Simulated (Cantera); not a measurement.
An adiabatic, constant-pressure homogeneous reactor starts with CH4 : O2 : N2 = 1 : 1 : 3.76 (molar parts), at 1250 K and 760 Torr.

Cantera simulation using GRI-Mech 3.0 (53 species, 325 reactions); the numbers are that mechanism's predictions, not measurements.

x: mole fraction; the columns are a selection and need not sum to one.

| t (s) | T (K) | x CH4 | x O2 | x HO2 | x CH2CO | x N2O | x C2H4 | x CH2O |
|---|---|---|---|---|---|---|---|---|
| 4.00e-6 | 1250 | 0.174 | 0.174 | 1.38e-8 | <1e-12 | <1e-12 | <1e-12 | 3.98e-11 |
| 1.35e-5 | 1250 | 0.174 | 0.174 | 4.64e-8 | <1e-12 | <1e-12 | <1e-12 | 4.73e-10 |
| 4.58e-5 | 1250 | 0.174 | 0.174 | 1.52e-7 | <1e-12 | <1e-12 | <1e-12 | 5.74e-9 |
| 0.000155 | 1250 | 0.174 | 0.174 | 4.62e-7 | <1e-12 | <1e-12 | 4.54e-11 | 7.85e-8 |
| 0.000524 | 1250 | 0.174 | 0.174 | 1.02e-6 | <1e-12 | 5.53e-12 | ? | ? |
| 0.00177 | 1250 | 0.174 | 0.174 | 1.00e-6 | 9.40e-11 | 2.73e-11 | ? | ? |
| 0.00600 | 1251 | 0.173 | 0.173 | 1.97e-6 | 7.52e-9 | 1.34e-10 | 3.47e-6 | 0.000146 |
| 0.0203 | 1263 | 0.171 | 0.172 | 8.86e-6 | 9.91e-7 | 1.41e-9 | 7.99e-5 | 0.000934 |
| 0.0687 | 2312 | 3.39e-11 | 3.05e-6 | 2.26e-9 | <1e-12 | 3.25e-9 | <1e-12 | 8.63e-9 |
| 0.232 | 2312 | 3.33e-11 | 3.06e-6 | 2.27e-9 | <1e-12 | 2.43e-9 | <1e-12 | 8.63e-9 |
| 0.786 | 2312 | 3.33e-11 | 3.06e-6 | 2.27e-9 | <1e-12 | 2.42e-9 | <1e-12 | 8.63e-9 |
| 2.66 | 2312 | 3.33e-11 | 3.06e-6 | 2.27e-9 | <1e-12 | 2.42e-9 | <1e-12 | 8.63e-9 |
| 9.00 | 2312 | 3.33e-11 | 3.06e-6 | 2.27e-9 | <1e-12 | 2.42e-9 | <1e-12 | 8.63e-9 |

Task: What belongs in the gaps?

Result: 
- 0.000524, x C2H4: 4.23e-9
- 0.000524, x CH2O: 1.47e-6
- 0.00177, x C2H4: 2.90e-7
- 0.00177, x CH2O: 2.33e-5
